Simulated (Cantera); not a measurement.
Charge: 1 mol Si, 1.1 mol CO2, 81 mol N2, held at 1277 °C and 4.60 Pa.

These are equilibrium values from Cantera (NASA tables, ideal gas, pure condensed phases), not measurements of a reactor. Candidate condensed phases: C, Si, SiC, SiO2, Si2N2O, Si3N4; 34 gas species. The tables hold silica as quartz up to 1696 K and as liquid above; real silica turns to tridymite and cristobalite and melts near 1996 K. The numbers say what is thermodynamically allowed, not how fast it happens.

Base state: N2 0.976, CO 0.0132, SiO 0.0109, CO2 6.52e-5 (mole fractions); condensed: SiO2(β-quartz).

### Question
What changes in the equilibrium state with this change: temperature from 1277 °C to 852 °C?

### Answer
```tsv
species	before	after
N2	0.976	0.987
CO	0.0132	0.0134
SiO	0.0109	1.86e-6
CO2	6.52e-5	1.14e-7
SiO2(β-quartz), mol	0.0946	0.400
Si2N2O(s), mol	0	0.300
```
N2 is the only nitrogen source here; it is nearly inert below about 1500 K, so the nitride shown seldom forms there in practice. Mutual solubility and eutectic melting of coexisting phases are not modelled.

### Question
What changes in the equilibrium state with this change: pressure from 4.60 Pa to 13.3 mbar?

### Answer
```tsv
species	before	after
N2	0.976	0.984
CO	0.0132	0.0134
SiO	0.0109	0.00258
CO2	6.52e-5	9.64e-7
SiO2(β-quartz), mol	0.0946	0.329
Si2N2O(s), mol	0	0.229
```
Mutual solubility and eutectic melting of coexisting phases are not modelled.
